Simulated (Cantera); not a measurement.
Input (Python, Cantera) and output of one run.

```python
import numpy as np
import cantera as ct

gas_names = """
    B BF BF2 BF3 BH BHF2 BH2 BH3 BO BOF BOF2 BO2 B2 B2O B2O2 B2O3 B3O3F3 B3O3H3 F FO FO2 F2 F2O H HBO
    HBO2 HF HOF HO2 H2 H2F2 H2O H2O2 H3B3O6 H3F3 H4F4 H5F5 H6F6 H7F7 O OH O2 O3
""".split()
cond_names = """
    B(b) B(L) B2O3(L) B3O3H3(cr) H2O(s) H2O(L)
""".split()


def load(file, names, dense=False):
    # The tables refer to 1 bar. Condensed volumes are neglected.
    table = {s.name: s for s in ct.Species.list_from_file(file)}
    out = []
    for n in names:
        d = dict(table[n].input_data)
        d["thermo"] = dict(d["thermo"], **{"reference-pressure": 1e5})
        if dense:
            d["equation-of-state"] = {"model": "constant-volume", "density": "1e6 g/cm^3"}
        out.append(ct.Species.from_dict(d))
    return out


gas = ct.Solution(thermo="ideal-gas", species=load("nasa_gas.yaml", gas_names))
cond = {s.name: ct.Solution(thermo="fixed-stoichiometry", species=[s], name=s.name)
        for s in load("nasa_condensed.yaml", cond_names, dense=True)}
atoms = {
    'BF3': {'B': 1, 'F': 3},
    'H2O': {'H': 2, 'O': 1},
    'H2': {'H': 2},
    'HF': {'H': 1, 'F': 1},
}
top_T = {}  # K; cautious upper limits of use, not melting points


def equilibrate(T, P, feed):
    n = {}
    for name, mol in feed.items():
        for a, k in atoms[name].items():
            n[a] = n.get(a, 0.0) + k * mol
    gas.TPX = T, P, n
    mass = sum(n.values()) * gas.mean_molecular_weight
    gas.equilibrate("TP")
    valid = [c for c in cond.values() if c.min_temp <= T <= top_T.get(c.name, c.max_temp)]
    mix = ct.Mixture([(gas, mass / gas.mean_molecular_weight)] + [(c, 0.0) for c in valid])
    mix.T, mix.P = T, P
    mix.equilibrate("TP", solver="vcs", rtol=1e-11, max_steps=5000)
    return mix


results = []
feed = {'BF3': 1, 'H2O': 0.86, 'H2': 3.7, 'HF': 0.00069}  # mol
P = 1333.22  # Pa
for T in [998, 1098, 1198, 1298, 1398, 1498, 1598, 1698, 1798, 1898, 1998]:
    mix = equilibrate(T, P, feed)
    results.append((T, P, feed, dict(zip(mix.species_names, mix.species_moles))))
    x = sorted(zip(gas.X, gas.species_names), reverse=True)
    print(f"T = {T:g} K  P = {P:g} Pa  gas = {mix.phase_moles(0):.4g} mol")
    print("   x: " + "  ".join(f"{s} {v:.3e}" for v, s in x if v > 1e-06))
    print("   condensed (mol): " + ("  ".join(f"{mix.phase(i).name} {mix.phase_moles(i):.4g}"
          for i in range(1, mix.n_phases) if mix.phase_moles(i) > 1e-12) or "none"))
```

Result:

```
T = 998 K  P = 1333.22 Pa  gas = 5.685 mol
   x: H2 6.508e-01  HF 1.296e-01  BF3 1.200e-01  H2O 8.639e-02  B3O3F3 1.264e-02  BOF 4.055e-04  H3B3O6 8.250e-05  HBO2 6.399e-05  BHF2 3.236e-06
   condensed (mol): B2O3(L) 0.04919
T = 1098 K  P = 1333.22 Pa  gas = 5.718 mol
   x: H2 6.471e-01  HF 1.514e-01  BF3 1.103e-01  H2O 7.453e-02  B3O3F3 1.315e-02  BOF 3.087e-03  HBO2 3.983e-04  H3B3O6 4.139e-05  BHF2 9.845e-06
   condensed (mol): B2O3(L) 0.06155
T = 1198 K  P = 1333.22 Pa  gas = 5.791 mol
   x: H2 6.389e-01  HF 1.679e-01  BF3 9.848e-02  H2O 6.374e-02  BOF 1.633e-02  B3O3F3 1.283e-02  HBO2 1.767e-03  BHF2 2.415e-05  H3B3O6 2.188e-05  H 1.316e-06
   condensed (mol): B2O3(L) 0.05071
T = 1298 K  P = 1333.22 Pa  gas = 5.984 mol
   x: H2 6.182e-01  HF 1.793e-01  BF3 8.002e-02  BOF 5.752e-02  H2O 5.159e-02  B3O3F3 8.138e-03  HBO2 5.058e-03  BHF2 4.594e-05  B2O3 9.673e-06  HBO 7.751e-06  H 7.297e-06  H3B3O6 7.032e-06  BF2 5.612e-06
   condensed (mol): none
T = 1398 K  P = 1333.22 Pa  gas = 6.179 mol
   x: H2 5.987e-01  HF 2.088e-01  BOF 9.421e-02  BF3 5.985e-02  H2O 3.250e-02  HBO2 4.755e-03  B3O3F3 9.630e-04  BHF2 6.430e-05  H 3.171e-05  HBO 2.423e-05  BF2 2.111e-05  B2O3 1.902e-05
   condensed (mol): none
T = 1498 K  P = 1333.22 Pa  gas = 6.289 mol
   x: H2 5.881e-01  HF 2.350e-01  BOF 1.126e-01  BF3 4.298e-02  H2O 1.792e-02  HBO2 2.930e-03  H 1.141e-04  BHF2 8.121e-05  B3O3F3 7.266e-05  BF2 6.236e-05  HBO 5.185e-05  B2O3 1.758e-05
   condensed (mol): none
T = 1598 K  P = 1333.22 Pa  gas = 6.354 mol
   x: H2 5.818e-01  HF 2.513e-01  BOF 1.229e-01  BF3 3.251e-02  H2O 9.144e-03  HBO2 1.593e-03  H 3.516e-04  BF2 1.684e-04  BHF2 1.047e-04  HBO 9.791e-05  B2O3 1.319e-05  B3O3F3 6.212e-06  BF 1.702e-06  BO 1.347e-06
   condensed (mol): none
T = 1698 K  P = 1333.22 Pa  gas = 6.391 mol
   x: H2 5.779e-01  HF 2.603e-01  BOF 1.283e-01  BF3 2.660e-02  H2O 4.455e-03  H 9.520e-04  HBO2 8.129e-04  BF2 4.330e-04  HBO 1.701e-04  BHF2 1.407e-04  BF 1.011e-05  B2O3 8.863e-06  BO 5.621e-06
   condensed (mol): none
T = 1798 K  P = 1333.22 Pa  gas = 6.415 mol
   x: H2 5.745e-01  HF 2.651e-01  BOF 1.308e-01  BF3 2.311e-02  H 2.311e-03  H2O 2.169e-03  BF2 1.051e-03  HBO2 4.093e-04  HBO 2.760e-04  BHF2 1.922e-04  BF 5.228e-05  BO 1.983e-05  B2O3 5.666e-06
   condensed (mol): none
T = 1898 K  P = 1333.22 Pa  gas = 6.438 mol
   x: H2 5.701e-01  HF 2.683e-01  BOF 1.315e-01  BF3 2.029e-02  H 5.111e-03  BF2 2.317e-03  H2O 1.123e-03  HBO 4.212e-04  BHF2 2.533e-04  BF 2.270e-04  HBO2 2.168e-04  BO 6.061e-05  B2O3 3.692e-06
   condensed (mol): none
T = 1998 K  P = 1333.22 Pa  gas = 6.469 mol
   x: H2 5.628e-01  HF 2.716e-01  BOF 1.312e-01  BF3 1.694e-02  H 1.042e-02  BF2 4.398e-03  BF 7.891e-04  H2O 6.588e-04  HBO 6.066e-04  BHF2 3.023e-04  BO 1.633e-04  HBO2 1.287e-04  B2O3 2.618e-06  F 2.051e-06  B2O2 1.786e-06  OH 1.214e-06
   condensed (mol): none
```

Method: chemical equilibrium by Gibbs-energy minimisation in Cantera with the NASA 1993 tables (ideal gas, pure condensed phases). The tables' values for BF2 are old estimates; treat these amounts as uncertain. Gases not in the tables: H3BO3.
